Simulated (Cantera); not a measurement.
Cantera run:

```python
import numpy as np
import cantera as ct

gas_names = """
    O3 VO2
""".split()
cond_names = """
    V2O3(s) V2O3(L)
""".split()


# ... load() reads the species with a 1 bar reference pressure and builds the phases ...
species = {s.name: s for s in load("nasa_gas.yaml", gas_names) + load("nasa_condensed.yaml", cond_names)}
# Each term lists the table entries of one substance; the one whose range holds T is used.
reactions = {
    '3 V2O3 + O3(g) = 6 VO2(g)':
        [(-3, ['V2O3(s)', 'V2O3(L)']), (-1, ['O3']), (6, ['VO2'])],
}


def pick(names, T):
    return next(species[n] for n in names if species[n].thermo.min_temp <= T <= species[n].thermo.max_temp)


results = []
for label, terms in reactions.items():
    print(label)
    print("     T/K   dH/kJ  dS/(J/K)   dG/kJ   log10 K")
    for T in [300, 1798, 1848, 1898, 1948, 1998, 2048, 2098, 2148, 2198]:
        used = [(nu, pick(names, T)) for nu, names in terms]
        dH = sum(nu * s.thermo.h(T) for nu, s in used) / 1e6
        dS = sum(nu * s.thermo.s(T) for nu, s in used) / 1e3
        dG = dH - T * dS / 1e3
        logK = -dG * 1e6 / (ct.gas_constant * T * np.log(10))
        results.append((label, T, dH, dS, dG, logK, [s.name for _, s in used]))
        print(f"{T:8g} {dH:8.1f} {dS:8.1f} {dG:8.1f} {logK:8.2f}")
```

It prints:

```
3 V2O3 + O3(g) = 6 VO2(g)
     T/K   dH/kJ  dS/(J/K)   dG/kJ   log10 K
     300   2118.6   1057.5   1801.3  -313.63
    1798   1900.8    820.9    424.8   -12.34
    1848   1890.3    815.2    383.9   -10.85
    1898   1879.5    809.4    343.3    -9.45
    1948   1868.4    803.6    302.9    -8.12
    1998   1857.0    797.8    262.9    -6.87
    2048   1845.2    792.0    223.2    -5.69
    2098   1833.2    786.2    183.7    -4.57
    2148   1820.9    780.4    144.5    -3.51
    2198   1808.3    774.6    105.6    -2.51
```

Source: NASA polynomial tables (part measured, part estimated), evaluated in Cantera. Condensed species are held in their standard states even where they would react or evaporate.
